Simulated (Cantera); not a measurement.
Charge: 1 mol SiF₄, 1 mol C₂H₂, 440 mol H₂, held at 2423.15 K and 0.240 bar.

Method: chemical equilibrium by Gibbs-energy minimisation in Cantera with the NASA 1993 tables (ideal gas, pure condensed phases). Candidate condensed phases: C, C₆H₆, C₇H₈, C₈H₁₈, Si, SiC; 113 gas species. The tables' values for SiF₂, SiF are old estimates; treat these amounts as uncertain. Gases not in the tables: Si₂H₆ and higher silanes. The numbers say what is thermodynamically allowed, not how fast it happens.

Base state: H₂ 0.952, H 0.0353, HF 0.00819, C₂H₂ (acetylene) 0.00208, Si 0.00132, SiF₂ 0.000224, SiF 0.000199, SiH 0.000188 (mole fractions); condensed: gas only.

Task: What changes in the equilibrium state with this change: temperature from 2423.15 K to 1448.15 K?

Result: 
```
species             before    after
----------------  --------  -------
H₂                   0.952    0.995
HF                 0.00819  0.00253
SiF₄               5.04e-8  0.00136
H                   0.0353  1.88e-5
Si                 0.00132    <1e-9
SiH               0.000188    <1e-9
C(graphite), mol         0     1.41
SiC(s), mol              0    0.236
```
The tables' values for SiF₃, SiF₂ are old estimates; treat these amounts as uncertain.
